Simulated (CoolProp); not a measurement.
Properties of R13 along the isobar 1.53 MPa (Tc = 303.0 K, pc = 3.973 MPa, ω = 0.175).

Model: reference Helmholtz-energy equation of state, Platzer 1990, in CoolProp. This equation is an older, rougher fit.

```
T (K)  phase  cp (kJ/(kg K))  cv (kJ/(kg K))  Joule-Thomson coefficient (K/MPa)
-----  -----  --------------  --------------  ---------------------------------
278.5    gas          0.8069          0.5876                              16.36
295.7    gas          0.7671          0.5942                              13.13
312.8    gas          0.7531          0.6050                              10.87
330      gas      (withheld)          0.6177                              9.183
347.1    gas      (withheld)          0.6311                              7.892
364.3    gas      (withheld)          0.6448                              6.865
381.4    gas          0.7677      (withheld)                              6.041
398.6    gas      (withheld)          0.6714                              5.361
415.7    gas          0.7858          0.6839                              4.797
432.9    gas      (withheld)          0.6959                         (withheld)
450      gas      (withheld)          0.7073                              3.915
```

Complete the blanks.


- 330, cp (kJ/(kg K)): 0.7504
- 347.1, cp (kJ/(kg K)): 0.7535
- 364.3, cp (kJ/(kg K)): 0.7597
- 381.4, cv (kJ/(kg K)): 0.6583
- 398.6, cp (kJ/(kg K)): 0.7766
- 432.9, cp (kJ/(kg K)): 0.7951
- 432.9, Joule-Thomson coefficient (K/MPa): 4.320
- 450, cp (kJ/(kg K)): 0.8042
